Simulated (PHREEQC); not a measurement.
## Polishing slurry liquid: speciation

A solution holds 0.023 mol NH3, 4.1e-05 mol H4SiO4 and 0.0037 mol CO2 per kg of water, at 25 °C. Closed to the air; pH follows from the charge balance.

Computed with PHREEQC (ion-association model, phreeqc.dat).

Precipitation was switched off in this run.

Task: What pH, ionic strength does the model give?

Result: pH 9.85; ionic strength 0.00599 mol/kgw.

Task: In which forms is Si present?

Result: H3SiO4- 53 %, H4SiO4 47 % of the Si.
